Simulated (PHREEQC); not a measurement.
Reverse-osmosis reject: speciation

Model water analysis in mg/kgw, 25 °C, pH 6.93:

```csv
constituent,mg/kgw
Na,1700
K,0.0199
Ca,517
Mg,92.1
Cl,3690
S(6) as SO4,42.5
Alkalinity as HCO3,2.03e-05
Br,22.4
```

Valence states are taken as typed.

All values are PHREEQC results (Pitzer model, pitzer.dat), not measurements.

This is a speciation only: nothing precipitates in the calculation.

What specific conductance does the model give?

specific conductance 10900 µS/cm.

In which forms is C present?

HCO3- 82 %, CO2 18 % of the C.
